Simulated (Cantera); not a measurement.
## Equilibrium for metals in furnace atmospheres: Al + NH3 + H2 + H2O

Charge: 1 mol Al, 3 mol NH3, 88 mol H2, 0.14 mol H2O, at 1575 °C and 1 atm.

Equilibrium computed with Cantera from the NASA thermochemical tables; the gas is ideal and each condensed phase is pure. Candidate condensed phases: Al, AlN, Al2O3, H2O; 35 gas species. Mutual solubility and eutectic melting of coexisting phases are not modelled. Kinetics and transport are ignored.

The x(H2) comes out as 0.988 and the x(N2) comes out as 0.0112. The x(H) is 0.000524 and the x(H2O) is 2.19e-5. The x(Al) is 8.37e-6, the x(AlH) is 3.36e-6 and the x(Al2O) comes out as 2.89e-6. The x(NH3) is 2.79e-6. The x(AlOH) comes out as 1.04e-6. The n(AlN(s)) is 0.907 mol, the n(Al2O3(s)) is 0.0459 mol and the gas amount is 93.71 mol. The log10 activity of Al(l) (absent) is -2.20.
